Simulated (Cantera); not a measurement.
Input: 1 mol CH4, 1.8 mol H2, held at 730 Pa.

These are equilibrium values from Cantera (NASA tables, ideal gas, pure condensed phases), not measurements of a reactor. Candidate condensed phases: C, C6H6, C7H8, C8H18; 76 gas species. Equilibrium is a limit: real reactors are often held back by kinetics, nucleation or transport.

**Question.** What share of the C ends up in condensed phases as a function of T (K), at 598, 798, 998, 1198, 1398, 1598, 1798, 1998, 2198, 2398, 2598?

**Answer.** 
| T (K) | C condensed (%) | as |
|---|---|---|
| 598 | 6.1 | C(graphite) |
| 798 | 96.3 | C(graphite) |
| 998 | 99.7 | C(graphite) |
| 1198 | 100.0 | C(graphite) |
| 1398 | 100.0 | C(graphite) |
| 1598 | 100.0 | C(graphite) |
| 1798 | 99.9 | C(graphite) |
| 1998 | 99.4 | C(graphite) |
| 2198 | 98.1 | C(graphite) |
| 2398 | 95.2 | C(graphite) |
| 2598 | 89.5 | C(graphite) |
